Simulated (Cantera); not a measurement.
B2O3 + O2 + N2 (boron, boron nitride and boron oxide)

A closed system holds: 1 mol B2O3, 1.2 mol O2, 120 mol N2.

Cantera equilibrium calculation (NASA polynomials, part measured and part estimated; ideal gas, pure solids and liquids). Candidate condensed phases: B, BN, B2O3; 17 gas species. Rates play no part.

Question: Map the stable condensed phases over T = 1373, 1448, 1523, 1598, 1673, 1748, 1823, 1898, 1973, 2048, 2123, 2198, 2273 K and P in Pa = 10, 25, 63, 160, 400, 1000, 2500, 6300, 16000, 40000, 100000.

Answer: 
```
T in K \ P in Pa
             10     25     63    160    400   1000   2500   6300  16000  40000 100000
   2273       A      A      A      A      A      A      A      A      A      A      A
   2198       A      A      A      A      A      A      A      A      A      A      A
   2123       A      A      A      A      A      A      A      A      A      A      A
   2048       A      A      A      A      A      A      A      A      A      A      A
   1973       A      A      A      A      A      A      A      A      A      A      A
   1898       A      A      A      A      A      A      A      A      A      A      A
   1823       A      A      A      A      A      A      A      A      A      A      B
   1748       A      A      A      A      A      A      A      A      A      B      B
   1673       A      A      A      A      A      A      A      A      B      B      B
   1598       A      A      A      A      A      A      B      B      B      B      B
   1523       A      A      A      A      A      B      B      B      B      B      B
   1448       A      A      A      B      B      B      B      B      B      B      B
   1373       A      B      B      B      B      B      B      B      B      B      B
```
A: gas only; B: B2O3.
